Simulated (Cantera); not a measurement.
Thermodynamics of fluorocarbon and chlorocarbon gases, feed CH₃Cl + Si

Charge: 1 mol CH₃Cl, a varied amount of Si, held at 948.15 K and 3.15 Torr.

These are equilibrium values from Cantera (NASA tables, ideal gas, pure condensed phases), not measurements of a reactor. Candidate condensed phases: C, C₆H₆, C₇H₈, C₈H₁₈, Si, SiC; 109 gas species. The tables' values for SiCl₃ are old estimates; treat these amounts as uncertain. Kinetics and transport are ignored.

```json
[
 {"n(Si) (mol)": "0.22", "x H₂": "0.717", "x HCl": "0.195", "x SiCl₄": "0.0859", "x SiHCl₃": "0.00142", "n C(graphite)": "0.940", "n SiC(s)": "0.0590", "n Si(s)": "0"},
 {"n(Si) (mol)": "0.27", "x H₂": "0.717", "x HCl": "0.195", "x SiCl₄": "0.0859", "x SiHCl₃": "0.00142", "n C(graphite)": "0.890", "n SiC(s)": "0.109", "n Si(s)": "0"},
 {"n(Si) (mol)": "0.33", "x H₂": "0.717", "x HCl": "0.195", "x SiCl₄": "0.0859", "x SiHCl₃": "0.00142", "n C(graphite)": "0.830", "n SiC(s)": "0.169", "n Si(s)": "0"},
 {"n(Si) (mol)": "0.4", "x H₂": "0.717", "x HCl": "0.195", "x SiCl₄": "0.0859", "x SiHCl₃": "0.00142", "n C(graphite)": "0.760", "n SiC(s)": "0.239", "n Si(s)": "0"},
 {"n(Si) (mol)": "0.49", "x H₂": "0.717", "x HCl": "0.195", "x SiCl₄": "0.0859", "x SiHCl₃": "0.00142", "n C(graphite)": "0.670", "n SiC(s)": "0.329", "n Si(s)": "0"},
 {"n(Si) (mol)": "0.6", "x H₂": "0.717", "x HCl": "0.195", "x SiCl₄": "0.0859", "x SiHCl₃": "0.00142", "n C(graphite)": "0.560", "n SiC(s)": "0.439", "n Si(s)": "0"},
 {"n(Si) (mol)": "0.73", "x H₂": "0.717", "x HCl": "0.195", "x SiCl₄": "0.0859", "x SiHCl₃": "0.00142", "n C(graphite)": "0.430", "n SiC(s)": "0.569", "n Si(s)": "0"},
 {"n(Si) (mol)": "0.89", "x H₂": "0.717", "x HCl": "0.195", "x SiCl₄": "0.0859", "x SiHCl₃": "0.00142", "n C(graphite)": "0.270", "n SiC(s)": "0.729", "n Si(s)": "0"},
 {"n(Si) (mol)": "1.1", "x H₂": "0.717", "x HCl": "0.195", "x SiCl₄": "0.0859", "x SiHCl₃": "0.00142", "n C(graphite)": "0.0603", "n SiC(s)": "0.939", "n Si(s)": "0"},
 {"n(Si) (mol)": "1.3", "x H₂": "0.831", "x HCl": "0.0285", "x SiCl₄": "0.121", "x SiHCl₃": "0.0158", "n C(graphite)": "0", "n SiC(s)": "1.00", "n Si(s)": "0.0531"}
]
```
x: gas mole fraction; n: condensed amount in mol.

From 0.22 mol Si to 1.1 mol Si the condensed part is C(graphite) + SiC(s). At 1.3 mol Si the condensed part is Si(s) + SiC(s). The main Si-bearing gas is SiCl₄ throughout. The share of Si in condensed phases is highest at 1.1 mol Si (85.4 %) and lowest at 0.22 mol Si (26.8 %).
